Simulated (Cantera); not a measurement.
# Stirred combustor or abatement burner

A perfectly stirred reactor is fed with 15.6 % CO, 10.8 % H₂, 15.2 % O₂, 57.1 % N₂, 1.34 % CO₂, at 73000 Pa; it is adiabatic with a 800 K inlet, and is followed from long to short residence time, starting on the burning branch (τ in s: 0.17, 0.051, 0.015, 0.0047, 0.0014, 0.00042, 0.00013, 3.8e-05, 1.2e-05).

Detailed kinetics in Cantera: GRI-Mech 3.0 (53 species, 325 reactions).

| τ (s) | T (K) | x CO | x H₂ | x O₂ | x NO | x NO₂ |
|---|---|---|---|---|---|---|
| 0.17 | 2459 | 0.0321 | 0.00372 | 0.0333 | 0.00694 | 2.14e-6 |
| 0.051 | 2449 | 0.0333 | 0.00390 | 0.0345 | 0.00561 | 1.70e-6 |
| 0.015 | 2411 | 0.0373 | 0.00449 | 0.0375 | 0.00321 | 8.88e-7 |
| 0.0047 | 2312 | 0.0462 | 0.00600 | 0.0426 | 0.00112 | 2.41e-7 |
| 0.0014 | 2138 | 0.0583 | 0.00859 | 0.0490 | 0.000247 | 3.93e-8 |
| 0.00042 | 1926 | 0.0686 | 0.0114 | 0.0549 | 8.60e-5 | 1.19e-8 |
| 0.00013 | 1692 | 0.0794 | 0.0136 | 0.0624 | 4.40e-5 | 6.21e-9 |
| 3.8e-5 | 1387 | 0.114 | 0.0202 | 0.0866 | 8.69e-6 | 1.52e-9 |
| 1.2e-5 | 800 | 0.156 | 0.108 | 0.152 | <1e-12 | <1e-12 |
x: mole fraction; the columns are a selection and need not sum to one.
